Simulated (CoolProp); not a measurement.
Vapour-liquid equilibrium of R114 (1) + ethanol (2) at 375.9 K; x and y are mole fractions of (1).

Values from CoolProp's multi-fluid Helmholtz-energy mixture model, Platzer 1990 and Schroeder 2014; pair parameters Bell 2016. This equation is an older, rougher fit; its heat capacities, sound speeds and derivatives of the liquid may be far off and weren't checked against measurements.

```
x     bubble pressure (kPa)  y at the bubble point  dew pressure at overall composition x (kPa)  liquid density (mol/L)
----  ---------------------  ---------------------  -------------------------------------------  ----------------------
0.05                  445.5                  0.452                                        259.1                   14.75
0.15                  865.3                  0.729                                        289.5                   13.49
0.25                   1201                  0.812                                        327.8                   12.34
0.35                   1384                  0.842                                        377.3                   11.29
0.45                   1441                  0.851                                        443.7                   10.32
0.55                   1444                  0.851                                        537.8                   9.436
0.65                   1444                  0.851                                        681.7                   8.645
0.75                   1463                  0.859                                        930.2                   7.956
0.85                   1496                  0.887                                         1438                   7.382
0.95                   1514                  0.948                                         1514                   6.938
```

y crosses x between x = 0.85 and 0.95: the model has an azeotrope there.

The pair parameters rest on a limited set of measurements; away from them the model extrapolates. With so large a gap from Raoult's law the liquid may split in two, which this calculation doesn't test in full.
